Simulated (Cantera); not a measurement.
## SrCl₂ + O₂ + H₂ (halide evaporation, hydrolysis and transport)

Charge: 1 mol SrCl₂, 4.2 mol O₂, 37 mol H₂, equilibrated at 750 Torr.

Equilibrium computed with Cantera from the NASA thermochemical tables; the gas is ideal and each condensed phase is pure. Candidate condensed phases: H₂O, Sr, SrCl₂, SrO, Sr(OH)₂; 20 gas species. Mutual solubility and eutectic melting of coexisting phases are not modelled. Condensed phases not in the tables: oxide chlorides. Rates play no part.

| T (K) | log p H₂ | log p H₂O | log p SrCl₂ | log p HCl | n SrCl₂(l) | n SrO(s) |
|---|---|---|---|---|---|---|
| 1348 | -0.11 | -0.65 | -4.49 | -3.03 | 0.982 | 0.0172 |
| 1423 | -0.11 | -0.65 | -3.89 | -2.78 | 0.964 | 0.0309 |
| 1498 | -0.11 | -0.65 | -3.36 | -2.55 | 0.932 | 0.0523 |
| 1573 | -0.11 | -0.65 | -2.89 | -2.34 | 0.868 | 0.0839 |
| 1648 | -0.11 | -0.65 | -2.46 | -2.16 | 0.743 | 0.128 |
| 1723 | -0.12 | -0.66 | -2.08 | -2.00 | 0.498 | 0.189 |
| 1798 | -0.12 | -0.67 | -1.73 | -1.85 | 0.0259 | 0.268 |
| 1873 | -0.12 | -0.67 | -1.71 | -1.86 | 0 | 0.261 |
| 1948 | -0.12 | -0.67 | -1.71 | -1.87 | 0 | 0.251 |
| 2023 | -0.12 | -0.67 | -1.71 | -1.88 | 0 | 0.239 |
| 2098 | -0.12 | -0.67 | -1.71 | -1.89 | 0 | 0.225 |
| 2173 | -0.13 | -0.67 | -1.70 | -1.90 | 0 | 0.206 |
log p: log10 of the partial pressure in bar; n: condensed amount in mol.

From 1348 K to 1798 K the condensed part is SrCl₂(l) + SrO(s). From 1873 K to 2173 K the condensed part is SrO(s). The main Sr-bearing gas is SrCl₂ throughout. The share of Sr in condensed phases is highest at 1348 K (99.9 %) and lowest at 2173 K (20.6 %).
